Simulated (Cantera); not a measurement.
Feed: 1 mol NH₃, 2.3 mol H₂O, 0.88 mol O₂, at 2900 °C and 1.00 bar.

Equilibrium computed with Cantera from the NASA thermochemical tables; the gas is ideal and each condensed phase is pure. Candidate condensed phases: H₂O; 24 gas species. Kinetics and transport are ignored.

Base state: H₂O 0.442, H₂ 0.140, OH 0.116, H 0.0978, N₂ 0.0855, O₂ 0.0598, O 0.0485, NO 0.0102 (mole fractions); condensed: gas only.

**Question.** What changes in the equilibrium state with this change: temperature from 2900 °C to 3152 °C?

**Answer.** 
| species | before | after |
|---|---|---|
| H₂O | 0.442 | 0.255 |
| H | 0.0978 | 0.200 |
| H₂ | 0.140 | 0.163 |
| O | 0.0485 | 0.100 |
| N₂ | 0.0855 | 0.0711 |
| OH | 0.116 | 0.139 |
| NO | 0.0102 | 0.0121 |
| O₂ | 0.0598 | 0.0606 |
| N | 1.17e-5 | 4.11e-5 |
| HO₂ | 4.69e-5 | 5.26e-5 |
